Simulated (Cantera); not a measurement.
Mixture: CH₄ : C₂H₆ : C₃H₈ : O₂ : N₂ : H₂O = 1 : 0.18 : 0.19 : 5.34 : 18.7 : 7.2 (molar parts), equivalence ratio 0.67, at 12.0 bar, adiabatic and at constant volume. Ignition delay is the time to a rise of 400 K.

Computed with Cantera and GRI-Mech 3.0 (53 species, 325 reactions). GRI-Mech 3.0 was tuned for natural gas; its chemistry of propane as a main component is partial and can be far from experiment. The pressure lies above the range GRI-Mech 3.0 was tuned for (to about 10 atm).

At T0 = 1525 K, what is the delay, and which 8 reactions control it most (d ln τ / d ln k, from doubling and halving each rate constant)?

The delay is 19.1 µs.
| reaction | d ln τ / d ln k | faster rate |
|---|---|---|
| H + O2 <=> O + OH | -0.45 | shortens it |
| CH3 + HO2 <=> CH3O + OH | -0.43 | shortens it |
| C2H5 + CH3 (+M) <=> C3H8 (+M) | -0.24 | shortens it |
| 2 CH3 (+M) <=> C2H6 (+M) | 0.16 | lengthens it |
| C2H6 + OH <=> C2H5 + H2O | -0.15 | shortens it |
| CH4 + OH <=> CH3 + H2O | 0.15 | lengthens it |
| C2H4 + OH <=> C2H3 + H2O | -0.14 | shortens it |
| CH3 + H (+M) <=> CH4 (+M) | 0.13 | lengthens it |
